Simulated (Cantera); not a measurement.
A freely propagating, adiabatic, planar premixed flame of 29.6 % H₂, 14.8 % O₂, 55.6 % N₂, equivalence ratio 1.0, unburnt at 350 K and 0.610 bar; multicomponent transport, grid criteria slope 0.08 and curve 0.16, no radiation.

Cantera simulation using the H2/O2 subset of GRI-Mech 3.0, which has no nitrogen chemistry; the numbers are that mechanism's predictions, not measurements. Burning velocities carry a grid error of a few per cent, more on coarse grids.

x: mole fraction of selected species; z is measured from the peak of heat release.

```tsv
z (mm)	T (K)	u (m/s)	x H₂	x O₂	x H	x H₂O₂	x O	x OH
-2.12	350	2.87	0.296	0.148	<1e-8	<1e-8	<1e-8	<1e-8
-1.41	350	2.87	0.296	0.148	<1e-8	<1e-8	<1e-8	<1e-8
-1.06	350	2.87	0.296	0.148	<1e-8	<1e-8	<1e-8	<1e-8
-0.705	350	2.87	0.296	0.148	<1e-8	<1e-8	<1e-8	<1e-8
-0.353	356	2.90	0.292	0.149	6.08e-7	2.31e-6	4.74e-7	2.39e-6
-0.176	___	4.60	0.260	0.146	0.00224	8.09e-5	0.000108	0.000960
0	___	8.18	0.166	0.114	0.0259	7.59e-6	0.00318	0.00207
0.176	___	10.6	0.0738	0.0556	0.0503	3.04e-6	0.00962	0.00716
0.353	___	11.8	0.0478	0.0337	0.0510	1.90e-6	0.0111	0.0108
0.705	___	12.9	0.0432	0.0266	0.0404	9.62e-7	0.0101	0.0135
1.41	1902	14.0	0.0411	0.0225	0.0286	4.87e-7	0.00795	0.0151
2.82	2054	14.9	0.0367	0.0184	0.0185	2.77e-7	0.00563	0.0154
5.64	2185	15.7	0.0307	0.0146	0.0110	1.84e-7	0.00360	0.0143
```

Problem. Some entries are withheld; supply them.

Solution. 
- -0.176, T (K): 580
- 0, T (K): 1071
- 0.176, T (K): 1412
- 0.353, T (K): 1577
- 0.705, T (K): 1741
